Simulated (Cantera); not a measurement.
Input: 1 mol FeS₂, 0.083 mol H₂S, 0.98 mol N₂, at 45.0 mbar.

Cantera equilibrium calculation (NASA polynomials, part measured and part estimated; ideal gas, pure solids and liquids). Candidate condensed phases: Fe, FeS, FeS₂, S; 16 gas species. FeS: taken at fixed stoichiometry. Gases not in the tables: S₃ to S₇. The numbers say what is thermodynamically allowed, not how fast it happens. All values below are at 775 °C.

Base state: N₂ 0.625, S₂ 0.322, H₂S 0.0481, H₂ 0.00483, SH 4.87e-5 (mole fractions); condensed: FeS(s).

Task: What changes in the equilibrium state with this change: pressure from 45.0 mbar to 0.100 bar?

Result: 
| species | before | after |
|---|---|---|
| N₂ | 0.625 | 0.626 |
| S₂ | 0.322 | 0.321 |
| H₂S | 0.0481 | 0.0496 |
| H₂ | 0.00483 | 0.00335 |
| SH | 4.87e-5 | 4.05e-5 |
| FeS(s), mol | 1.00 | 1.00 |
